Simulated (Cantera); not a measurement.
A perfectly stirred reactor is fed with NH3 : N2 = 1 : 4.7 (molar parts), at 40000 Pa; it is held at 1450 K, and followed from long to short residence time.

Computed with Cantera and the gas-phase N/H chemistry of the illustrative SiF4/NH3 mechanism in the Surface Chemkin manual (1991). Walls and surfaces, which speed up NH3 decomposition in real reactors, are not modelled.

Problem. What does this change do: 0.2 parts H2 added?

Solution. 
| quantity | before | after |
|---|---|---|
| x(NH3) at τ = 10.0 s | 0.162 | 0.159 |
| x(N) at τ = 10.0 s | 1.84e-9 | 1.95e-9 |
| x(H) at τ = 10.0 s | 7.83e-7 | 1.85e-6 |
| x(NH) at τ = 10.0 s | 6.26e-8 | 5.43e-8 |
| x(N2H4) at τ = 10.0 s | 2.27e-8 | 1.71e-8 |
| x(NH3) at τ = 70.0 ms | 0.175 | 0.169 |
| x(N) at τ = 70.0 ms | 1.59e-11 | 1.02e-9 |
| x(H) at τ = 70.0 ms | 6.23e-9 | 1.08e-6 |
| x(NH) at τ = 70.0 ms | 2.64e-8 | 3.67e-8 |
| x(N2H4) at τ = 70.0 ms | 1.95e-8 | 1.24e-8 |

Problem. What does this change do: temperature 1450 to 1925 K?

Solution. 
```csv
quantity,before,after
x(NH3) at τ = 10.0 s,0.162,0.00462
x(N) at τ = 10.0 s,1.84e-9,3.83e-7
x(H) at τ = 10.0 s,7.83e-7,0.000393
x(NH) at τ = 10.0 s,6.26e-8,1.60e-6
x(N2H4) at τ = 10.0 s,2.27e-8,1.94e-10
x(NH3) at τ = 70.0 ms,0.175,0.129
x(N) at τ = 70.0 ms,1.59e-11,3.55e-7
x(H) at τ = 70.0 ms,6.23e-9,4.20e-5
x(NH) at τ = 70.0 ms,2.64e-8,5.30e-6
x(N2H4) at τ = 70.0 ms,1.95e-8,2.34e-8
```
